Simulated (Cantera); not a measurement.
A Cantera script and its output.

```python
import numpy as np
import cantera as ct

gas = ct.Solution("gri30.yaml")
gas.TPX = 1050, 28000, {'H2': 0.89, 'O2': 1, 'N2': 4}
reactor = ct.IdealGasConstPressureReactor(gas, energy="off", clone=False)
net = ct.ReactorNet([reactor])
net.rtol, net.atol = 1e-08, 1e-18
show = ['H2', 'O2', 'H2O2', 'H', 'OH']
times = np.geomspace(9e-05, 100, 9)

steps = ct.SolutionArray(gas, extra=["t"])
rows = []
print(f"{'t/s':>10s}{'T/K':>9s}{'P/Pa':>11s}" + "".join(f"{s:>11s}" for s in show))
for t in times:
    while net.time < t:
        t_next = net.step()
        steps.append(gas.state, t=t_next)
    rows.append([np.interp(t, steps.t, y) for y in (steps.T, steps.P, *steps(*show).X.T)])
    print(f"{t:10.3e}{rows[-1][0]:9.1f}{rows[-1][1]:11.4g}" + "".join(f"{x:11.3e}" for x in rows[-1][2:]))
rate = np.gradient(steps.T, steps.t)
print("integrator steps:", len(steps.t))
if steps.T.max() > steps.T[0] + 200:
    print(f"time of steepest temperature rise: {steps.t[rate.argmax()]:.4e} s")
gas.TPX = 1050, 28000, {'H2': 0.89, 'O2': 1, 'N2': 4}
gas.equilibrate("TP")
print(f"equilibrium (TP): T = {gas.T:.1f} K  " + "  ".join(f"{s} {gas[s].X[0]:.3e}" for s in show))
```

Result:

```
       t/s      T/K       P/Pa         H2         O2       H2O2          H         OH
 9.000e-05   1050.0    2.8e+04  1.511e-01  1.698e-01  7.909e-12  1.766e-08  1.514e-09
 5.128e-04   1050.0    2.8e+04  2.584e-02  1.138e-01  3.939e-06  2.321e-02  2.961e-03
 2.922e-03   1050.0    2.8e+04  5.204e-04  1.021e-01  1.842e-06  1.063e-05  1.025e-04
 1.665e-02   1050.0    2.8e+04  3.276e-05  1.019e-01  2.932e-07  1.652e-07  2.665e-05
 9.487e-02   1050.0    2.8e+04  4.684e-07  1.019e-01  3.416e-08  1.405e-09  7.661e-06
 5.406e-01   1050.0    2.8e+04  1.038e-08  1.019e-01  4.787e-09  4.265e-11  2.636e-06
 3.080e+00   1050.0    2.8e+04  1.500e-09  1.019e-01  8.337e-10  2.860e-12  1.062e-06
 1.755e+01   1050.0    2.8e+04  4.123e-10  1.019e-01  1.979e-10  3.978e-13  5.077e-07
 1.000e+02   1050.0    2.8e+04  3.533e-10  1.019e-01  1.443e-10  2.916e-13  4.310e-07
integrator steps: 1893
equilibrium (TP): T = 1050.0 K  H2 3.523e-10  O2 1.019e-01  H2O2 1.431e-10  H 2.896e-13  OH 4.292e-07
```

Model: GRI-Mech 3.0 (53 species, 325 reactions), integrated in Cantera. The temperature is held fixed by assumption; the heat of reaction is taken as removed at once.
